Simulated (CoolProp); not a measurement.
A single-stage vapour-compression cycle with R245fa: evaporating at 255.15 K (dew point), condensing at 286.15 K (bubble point), superheat 10 K, subcooling 8 K, compressor efficiency 0.75, no pressure losses. Each further row changes one setting.

The numbers come from the reference Helmholtz-energy equation of state, Akasaka 2015 in CoolProp.

| case | cooling COP | pressure ratio | discharge temperature (K) | refrigerating effect (kJ/kg) | volumetric capacity (kJ/m³) |
|---|---|---|---|---|---|
| as stated | … | 4.27 | 306.3 | 193 | 260 |
| evaporating temperature 260.15 K | 7.24 | 3.28 | … | … | … |
| condensing temperature 281.15 K | 7.10 | … | … | 199 | 268 |
| subcooling 13 K | 6.04 | 4.27 | 306.3 | 199 | 268 |
| superheat 20 K | 5.87 | 4.27 | 316.7 | … | 260 |
| compressor efficiency 0.65 | … | 4.27 | 311.9 | 193 | 260 |

### Question
Fill in the missing entries.

### Answer

- as stated, cooling COP: 5.85
- evaporating temperature 260.15 K, discharge temperature (K): 304.1
- evaporating temperature 260.15 K, refrigerating effect (kJ/kg): 197
- evaporating temperature 260.15 K, volumetric capacity (kJ/m³): 339
- condensing temperature 281.15 K, pressure ratio: 3.47
- condensing temperature 281.15 K, discharge temperature (K): 300.3
- superheat 20 K, refrigerating effect (kJ/kg): 201
- compressor efficiency 0.65, cooling COP: 5.07
